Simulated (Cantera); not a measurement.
An isothermal, constant-pressure homogeneous reactor starts with NO : N2 = 1 : 1.1 (molar parts), at 1998 K and 100.0 Torr. Integrator tolerance rtol = 1e-08.

Computed with Cantera and GRI-Mech 3.0 (53 species, 325 reactions).

Question: What does this change do: temperature 1998 to 1748 K?

Answer: 
```csv
quantity,before,after
x(NO) at 50.0 s,0.00796 (gas-phase equilibrium 0.00791),0.202 (gas-phase equilibrium 0.00363)
x(O) at 50.0 s,0.000877 (gas-phase equilibrium 0.000877),7.60e-5 (gas-phase equilibrium 9.82e-5)
x(N2) at 50.0 s,0.758 (gas-phase equilibrium 0.758),0.661 (gas-phase equilibrium 0.760)
x(O2) at 50.0 s,0.234 (gas-phase equilibrium 0.234),0.137 (gas-phase equilibrium 0.236)
x(N2O) at 50.0 s,1.59e-7 (gas-phase equilibrium 1.59e-7),1.42e-5 (gas-phase equilibrium 7.53e-8)
x(NO2) at 50.0 s,5.30e-6 (gas-phase equilibrium 5.26e-6),0.000166 (gas-phase equilibrium 3.93e-6)
```
